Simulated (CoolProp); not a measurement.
Tetrahydrofuran along the isotherm 339.2 K: density (kg/m³) from the reference equation and from simpler models built on Tc = 540.2 K, pc = 5304 kPa, ω = 0.234; each cubic takes its own stable root.

Computed with CoolProp (reference Helmholtz-energy equation of state, Fiedler 2023).

```tsv
p (kPa)	phase	reference	Redlich-Kwong	Soave-Redlich-Kwong
1770	liquid	837.6	758.4	780.3
3540	liquid	839.6	762.0	783.1
5300	liquid	841.6	765.3	785.7
7070	liquid	843.6	768.6	(withheld)
8840	liquid	845.5	771.7	790.7
10600	liquid	(withheld)	774.7	793.1
12400	liquid	849.3	777.6	795.4
14100	liquid	851.0	780.2	797.6
15900	liquid	852.8	782.9	799.8
17700	liquid	854.6	785.6	801.9
19400	liquid	856.2	787.9	803.9
21200	liquid	857.9	790.4	805.9
23000	liquid	859.6	792.7	807.8
24800	liquid	861.2	795.0	(withheld)
26500	liquid	862.8	797.1	811.5
```

Problem. Fill in the missing entries.

Solution. 
- 7070, Soave-Redlich-Kwong: 788.3
- 10600, reference: 847.4
- 24800, Soave-Redlich-Kwong: 809.7
